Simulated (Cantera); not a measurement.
## Carbothermic reduction: CuO + CO + H₂

Feed: 1 mol CuO, 0.52 mol CO, 2.6 mol H₂, at 75.0 Torr.

These are equilibrium values from Cantera (NASA tables, ideal gas, pure condensed phases), not measurements of a reactor. Candidate condensed phases: C, C₆H₆, C₇H₈, C₈H₁₈, Cu, CuO, Cu(OH)₂, Cu₂O, H₂O; 113 gas species. Rates play no part.

| T (°C) | x H₂ | x H₂O | x Cu | x CO | x CO₂ | x H | x CH₄ | n Cu(s) | n Cu(l) |
|---|---|---|---|---|---|---|---|---|---|
| 527 | 0.584 | 0.244 | <1e-12 | 0.0568 | 0.100 | 7.00e-12 | 0.0146 | 1.00 | 0 |
| 727 | 0.578 | 0.256 | 1.56e-10 | 0.102 | 0.0648 | 5.45e-9 | 2.90e-5 | 1.00 | 0 |
| 927 | 0.557 | 0.276 | 1.23e-7 | 0.122 | 0.0442 | 4.66e-7 | 3.14e-7 | 1.00 | 0 |
| 1127 | 0.545 | 0.288 | 1.35e-5 | 0.134 | 0.0326 | 1.14e-5 | 1.22e-8 | 0 | 1.000 |
| 1327 | 0.538 | 0.295 | 0.000398 | 0.141 | 0.0257 | 0.000126 | 1.06e-9 | 0 | 0.999 |
| 1527 | 0.531 | 0.297 | 0.00541 | 0.144 | 0.0212 | 0.000825 | 1.59e-10 | 0 | 0.983 |
| 1727 | 0.506 | 0.288 | 0.0431 | 0.142 | 0.0176 | 0.00366 | 3.16e-11 | 0 | 0.858 |
| 1927 | 0.397 | 0.230 | 0.232 | 0.114 | 0.0125 | 0.0112 | 4.66e-12 | 0 | 0.0333 |
| 2127 | 0.380 | 0.224 | 0.237 | 0.113 | 0.0113 | 0.0310 | 1.54e-12 | 0 | 0 |
| 2327 | 0.353 | 0.210 | 0.232 | 0.111 | 0.0102 | 0.0721 | <1e-12 | 0 | 0 |
x: gas mole fraction; n: condensed amount in mol.

From 527 °C to 927 °C the condensed part is Cu(s). From 1127 °C to 1927 °C the condensed part is Cu(l). From 2127 °C to 2327 °C nothing is condensed.
